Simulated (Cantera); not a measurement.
What does this Cantera script print?

```python
import numpy as np
import cantera as ct

gas_names = [...]  # 109 gases of nasa_gas.yaml made of C, Cl, H, Si
cond_names = """
    C(gr) C6H6(L) C7H8(L) C8H18(L),n-octa Si(cr) Si(L) SiC(b)
""".split()


# ... load() reads the species with a 1 bar reference pressure and builds the phases ...
atoms = {
    'SiH2Cl2': {'Si': 1, 'H': 2, 'CL': 2},
    'C3H8': {'C': 3, 'H': 8},
    'H2': {'H': 2},
}
top_T = {'C(gr)': 4500, 'SiC(b)': 3050}  # K; cautious upper limits of use, not melting points


# ... equilibrate(T, P, feed) seeds the gas with the atoms and calls Mixture.equilibrate('TP', solver="vcs", rtol=1e-11, max_steps=5000) ...
results = []
feed = {'SiH2Cl2': 1, 'C3H8': 0.066, 'H2': 65}  # mol
P = 56000  # Pa
for T in [1600, 1625, 1650, 1675, 1700, 1725, 1750, 1775, 1800, 1825, 1850, 1875]:
    mix = equilibrate(T, P, feed)
    results.append((T, P, feed, dict(zip(mix.species_names, mix.species_moles))))
    x = sorted(zip(gas.X, gas.species_names), reverse=True)
    print(f"T = {T:g} K  P = {P:g} Pa  gas = {mix.phase_moles(0):.4g} mol")
    print("   x: " + "  ".join(f"{s} {v:.3e}" for v, s in x if v > 0.0001))
    print("   condensed (mol): " + ("  ".join(f"{mix.phase(i).name} {mix.phase_moles(i):.4g}"
          for i in range(1, mix.n_phases) if mix.phase_moles(i) > 1e-12) or "none"))
```

Output:

```
T = 1600 K  P = 56000 Pa  gas = 67.26 mol
   x: H2 9.726e-01  HCL 2.501e-02  SiCL2 2.216e-03
   condensed (mol): Si(cr) 0.6459  SiC(b) 0.1974
T = 1625 K  P = 56000 Pa  gas = 67.26 mol
   x: H2 9.726e-01  HCL 2.499e-02  SiCL2 2.248e-03
   condensed (mol): Si(cr) 0.6446  SiC(b) 0.1974
T = 1650 K  P = 56000 Pa  gas = 67.26 mol
   x: H2 9.725e-01  HCL 2.496e-02  SiCL2 2.278e-03  H 1.197e-04
   condensed (mol): Si(cr) 0.6433  SiC(b) 0.1974
T = 1675 K  P = 56000 Pa  gas = 67.27 mol
   x: H2 9.725e-01  HCL 2.493e-02  SiCL2 2.306e-03  H 1.530e-04
   condensed (mol): Si(cr) 0.6418  SiC(b) 0.1974
T = 1700 K  P = 56000 Pa  gas = 67.27 mol
   x: H2 9.724e-01  HCL 2.497e-02  SiCL2 2.297e-03  H 1.942e-04
   condensed (mol): Si(L) 0.6427  SiC(b) 0.1974
T = 1725 K  P = 56000 Pa  gas = 67.27 mol
   x: H2 9.723e-01  HCL 2.511e-02  SiCL2 2.237e-03  H 2.447e-04
   condensed (mol): Si(L) 0.647  SiC(b) 0.1974
T = 1750 K  P = 56000 Pa  gas = 67.27 mol
   x: H2 9.722e-01  HCL 2.525e-02  SiCL2 2.178e-03  H 3.064e-04
   condensed (mol): Si(L) 0.651  SiC(b) 0.1974
T = 1775 K  P = 56000 Pa  gas = 67.28 mol
   x: H2 9.720e-01  HCL 2.537e-02  SiCL2 2.122e-03  H 3.813e-04
   condensed (mol): Si(L) 0.6547  SiC(b) 0.1973
T = 1800 K  P = 56000 Pa  gas = 67.28 mol
   x: H2 9.719e-01  HCL 2.549e-02  SiCL2 2.067e-03  H 4.717e-04
   condensed (mol): Si(L) 0.6581  SiC(b) 0.1973
T = 1825 K  P = 56000 Pa  gas = 67.28 mol
   x: H2 9.717e-01  HCL 2.560e-02  SiCL2 2.015e-03  H 5.801e-04
   condensed (mol): Si(L) 0.6611  SiC(b) 0.1973
T = 1850 K  P = 56000 Pa  gas = 67.29 mol
   x: H2 9.715e-01  HCL 2.570e-02  SiCL2 1.964e-03  H 7.096e-04
   condensed (mol): Si(L) 0.6638  SiC(b) 0.1972
T = 1875 K  P = 56000 Pa  gas = 67.29 mol
   x: H2 9.713e-01  HCL 2.580e-02  SiCL2 1.915e-03  H 8.633e-04
   condensed (mol): Si(L) 0.6661  SiC(b) 0.1972
```

These are equilibrium values from Cantera (NASA tables, ideal gas, pure condensed phases), not measurements of a reactor. Mutual solubility and eutectic melting of coexisting phases are not modelled. The tables' values for SiCl3, SiCl are old estimates; treat these amounts as uncertain. Gases not in the tables: Si2H6 and higher silanes.
